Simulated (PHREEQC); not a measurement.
Make-up at 25 °C: 5.5 mmol/kgw HBr, 0.11 mmol/kgw NaHCO3 and 0.48 mmol/kgw MgCl2. Closed to the air; pH follows from the charge balance.

Computed with PHREEQC (ion-association model, wateq4f.dat).

Question: The ionic strength comes out as 0.00694 mol/kgw. What activity coefficients do Na+, Mg+2, H+, Br-, Cl- get?

Answer: Na+ 0.92, Mg+2 0.71, H+ 0.92, Br- 0.92, Cl- 0.91.

No solid was allowed to form.
